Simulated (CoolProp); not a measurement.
Vapour-liquid equilibrium of R125 (1) + R134a (2) at 203.7 K; x and y are mole fractions of (1).

Model: multi-fluid Helmholtz-energy mixture model, Lemmon 2005 and Tillner-Roth 1994; pair parameters Lemmon 2004, in CoolProp.

| x | bubble pressure, mixture model (MPa) | bubble pressure, Raoult's law (MPa) | y, mixture model | y, Raoult's law |
|---|---|---|---|---|
| 0.05 | 0.009478 | 0.009448 | 0.166 | 0.165 |
| 0.15 | 0.01183 | 0.01173 | 0.401 | 0.398 |
| 0.25 | 0.01417 | 0.01401 | 0.558 | 0.555 |
| 0.35 | 0.01649 | 0.01629 | 0.669 | 0.669 |
| 0.45 | 0.01878 | 0.01858 | 0.753 | 0.754 |
| 0.55 | 0.02105 | 0.02086 | 0.819 | 0.821 |
| 0.65 | 0.02330 | 0.02314 | 0.871 | 0.874 |
| 0.75 | 0.02553 | 0.02542 | 0.915 | 0.918 |
| 0.85 | 0.02776 | 0.02770 | 0.953 | 0.955 |
| 0.95 | 0.03000 | 0.02999 | 0.985 | 0.986 |

The largest gap from Raoult's law is +1.2 % in bubble pressure, at x = 0.35. No azeotrope shows between x = 0.05 and 0.95.

The pair parameters rest on a limited set of measurements; away from them the model extrapolates.
